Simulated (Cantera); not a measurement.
An isothermal, constant-pressure homogeneous reactor starts with CH4 : H2O = 1 : 1 (molar parts), at 1675 K and 1000000 Pa. Integrator tolerance rtol = 1e-08.

Detailed kinetics in Cantera: GRI-Mech 3.0 (53 species, 325 reactions).

Task: What does this change do: temperature 1675 to 1850 K?

Result: 
```csv
quantity,before,after
x(CH4) at 10.0 s,0.0284 (gas-phase equilibrium 0.00272),0.00238 (gas-phase equilibrium 0.00125)
x(H2O) at 10.0 s,0.0283 (gas-phase equilibrium 0.00249),0.00238 (gas-phase equilibrium 0.00120)
x(OH) at 10.0 s,6.01e-8 (gas-phase equilibrium 5.15e-9),3.49e-8 (gas-phase equilibrium 1.76e-8)
x(H) at 10.0 s,3.11e-5 (gas-phase equilibrium 3.19e-5),0.000148 (gas-phase equilibrium 0.000148)
x(H2) at 10.0 s,0.708 (gas-phase equilibrium 0.746),0.746 (gas-phase equilibrium 0.748)
x(CH2CO) at 10.0 s,6.41e-7 (gas-phase equilibrium 5.97e-8),1.45e-7 (gas-phase equilibrium 7.59e-8)
```
